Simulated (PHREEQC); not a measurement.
Consider water at 74 °C with 0.017 mol CuCl2, 0.04 mol HBF4 and 0.00023 mol H3BO3 per kg of water. Closed to the air; pH follows from the charge balance.

Computed with PHREEQC (ion-association model, phreeqc.dat).

Each row changes one thing in this solution. Precipitation was switched off in this run.

| case | pH | ionic strength (mol/kgw) | Cu+2 (mol/kgw) | H3BO3 (mol/kgw) | CuCl+ (mol/kgw) | CuCl2 (mol/kgw) |
|---|---|---|---|---|---|---|
| as made | 1.54 | 0.0792 | 0.0135 | 0.00526 | 0.00342 | 5.08e-5 |
| temperature from 74 to 40 °C | 1.51 | 0.0862 | 0.0158 | 0.00298 | 0.00114 | 1.38e-5 |
| temperature from 74 to 30 °C | 1.50 | 0.0874 | 0.0162 | 0.00253 | 0.000759 | 8.42e-6 |
| HBF4 left out | 4.13 | 0.0431 | 0.0130 | 0.000230 | 0.00385 | 6.35e-5 |
| H3BO3 left out | 1.54 | 0.0792 | 0.0135 | 0.00508 | 0.00342 | 5.08e-5 |
| diluted 10-fold with water | 2.58 | 0.00778 | 0.00160 | 0.00202 | 7.61e-5 | 1.74e-7 |
| temperature from 74 to 5 °C | 1.49 | 0.0893 | 0.0167 | 0.00172 | 0.000225 | 1.94e-6 |
| temperature from 74 to 25 °C | 1.50 | 0.0879 | 0.0163 | 0.00234 | 0.000608 | 6.45e-6 |

Species that the database lacks are ignored. Away from 25 °C the constants follow the database's enthalpies or fits; those with neither stay at their 25 °C values. Real BF4- forms and hydrolyses slowly; the run takes it at equilibrium.
